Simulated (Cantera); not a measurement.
An adiabatic, constant-volume homogeneous reactor starts with C3H8 : O2 : N2 : H2O = 1 : 3.12 : 8.75 : 3.8 (molar parts), at 1398 K and 0.490 bar. Integrator tolerance rtol = 1e-08.

Model: GRI-Mech 3.0 (53 species, 325 reactions), integrated in Cantera. GRI-Mech 3.0 was tuned for natural gas; its chemistry of propane as a main component is partial and can be far from experiment.

What does this change do: initial temperature 1398 to 1575 K?


```
quantity                                                              before                                      after
---------------------------------  -----------------------------------------  -----------------------------------------
time of steepest temperature rise                                   0.426 ms                                    77.5 µs
temperature at 1.00 s                                                 2725 K                                     2781 K
equilibrium temperature                                               2725 K                                     2781 K
x(C3H8) at 1.00 s                      <1e-12 (gas-phase equilibrium <1e-12)      <1e-12 (gas-phase equilibrium <1e-12)
x(O2) at 1.00 s                      0.00219 (gas-phase equilibrium 0.00219)    0.00342 (gas-phase equilibrium 0.00342)
x(H2O) at 1.00 s                         0.283 (gas-phase equilibrium 0.283)        0.273 (gas-phase equilibrium 0.273)
x(CH3) at 1.00 s                   1.59e-12 (gas-phase equilibrium 1.89e-12)  1.49e-12 (gas-phase equilibrium 1.80e-12)
x(C2H6) at 1.00 s                      <1e-12 (gas-phase equilibrium <1e-12)      <1e-12 (gas-phase equilibrium <1e-12)
```

What does this change do: initial temperature 1398 to 1450 K?


| quantity | before | after |
|---|---|---|
| time of steepest temperature rise | 0.426 ms | 0.235 ms |
| temperature at 1.00 s | 2725 K | 2742 K |
| equilibrium temperature | 2725 K | 2742 K |
| x(C3H8) at 1.00 s | <1e-12 (gas-phase equilibrium <1e-12) | <1e-12 (gas-phase equilibrium <1e-12) |
| x(O2) at 1.00 s | 0.00219 (gas-phase equilibrium 0.00219) | 0.00253 (gas-phase equilibrium 0.00253) |
| x(H2O) at 1.00 s | 0.283 (gas-phase equilibrium 0.283) | 0.280 (gas-phase equilibrium 0.280) |
| x(CH3) at 1.00 s | 1.59e-12 (gas-phase equilibrium 1.89e-12) | 1.56e-12 (gas-phase equilibrium 1.86e-12) |
| x(C2H6) at 1.00 s | <1e-12 (gas-phase equilibrium <1e-12) | <1e-12 (gas-phase equilibrium <1e-12) |
